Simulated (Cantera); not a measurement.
Cantera with NASA thermochemical tables; ideal gases at 1 bar, condensed phases pure. Values are per mole of reaction as written; species without (g) are pure solids or liquids, kept so even where they would boil at 1 bar.

**Question.** Between 1598 and 1798 K, where is each reaction favourable under standard conditions?
- 2 H2(g) + O2(g) → 2 H2O(g)
- 4 Li + O2(g) → 2 Li2O
- Nb + O2(g) → NbO2(g)

**Answer.** 
- 2 H2(g) + O2(g) → 2 H2O(g): ΔG° is -317 kJ at 1598 K and -294 kJ at 1798 K; it stays negative (K > 1). ΔH° is -502 kJ and ΔS° -115 J/K at 1798 K.
- 4 Li + O2(g) → 2 Li2O: ΔG° is -771 kJ at 1598 K and -719 kJ at 1798 K; it stays negative (K > 1). ΔH° is -1180 kJ and ΔS° -256 J/K at 1798 K.
- Nb + O2(g) → NbO2(g): ΔG° is -240 kJ at 1598 K and -243 kJ at 1798 K; it stays negative (K > 1). ΔH° is -212 kJ and ΔS° 17 J/K at 1798 K.
